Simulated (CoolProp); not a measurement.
Vapour-liquid equilibrium of R114 (1) + benzene (2) at 10.85 °C; x and y are mole fractions of (1).

Values from CoolProp's multi-fluid Helmholtz-energy mixture model, Platzer 1990 and Thol 2012; pair parameters Bell 2016. This equation is an older, rougher fit; its heat capacities, sound speeds and derivatives of the liquid may be far off and weren't checked against measurements.

Problem. Give the bubble pressure and the first vapour's composition at x = 0.05, 0.65, 0.75. Is there an azeotrope?

Solution. x = 0.05: 0.02838 MPa, y = 0.784; x = 0.65: 0.1027 MPa, y = 0.960; x = 0.75: 0.1095 MPa, y = 0.968. No azeotrope shows between x = 0.05 and 0.95.

The pair parameters rest on a limited set of measurements; away from them the model extrapolates. With so large a gap from Raoult's law the liquid may split in two, which this calculation doesn't test in full.
